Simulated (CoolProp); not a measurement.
Vapour-liquid equilibrium of ethylbenzene (1) + o-xylene (2) at 0.0316 bar; x and y are mole fractions of (1).

Values from CoolProp's multi-fluid Helmholtz-energy mixture model, Zhou 2012 and Zhou 2012; pair parameters Bell 2016.

| x | bubble temperature, mixture model (°C) | bubble temperature, Raoult's law (°C) | y, mixture model | y, Raoult's law |
|---|---|---|---|---|
| 0.05 | 48.0 | 48.0 | 0.068 | 0.068 |
| 0.125 | 47.4 | 47.5 | 0.167 | 0.165 |
| 0.2 | 46.8 | 46.9 | 0.262 | 0.257 |
| 0.275 | 46.2 | 46.4 | 0.350 | 0.344 |
| 0.35 | 45.7 | 45.9 | 0.434 | 0.427 |
| 0.425 | 45.1 | 45.4 | 0.512 | 0.506 |
| 0.5 | [?] | 44.9 | 0.586 | 0.581 |
| 0.575 | [?] | 44.4 | 0.655 | 0.652 |
| 0.65 | 43.7 | 43.9 | 0.720 | 0.720 |
| 0.725 | 43.2 | 43.5 | 0.783 | 0.785 |
| 0.8 | 42.8 | 43.0 | 0.843 | 0.847 |
| 0.875 | [?] | 42.6 | 0.902 | 0.907 |
| 0.95 | 42.1 | 42.2 | 0.961 | 0.964 |

Task: Fill in the missing entries.

Result: 
- 0.5, bubble temperature, mixture model (°C): 44.6
- 0.575, bubble temperature, mixture model (°C): 44.1
- 0.875, bubble temperature, mixture model (°C): 42.4

The largest gap from Raoult's law is -0.3 K in bubble temperature, at x = 0.575. No azeotrope shows between x = 0.05 and 0.95.

Pair parameters are fitted to limited data, so mixtures are less certain than the pure fluids.
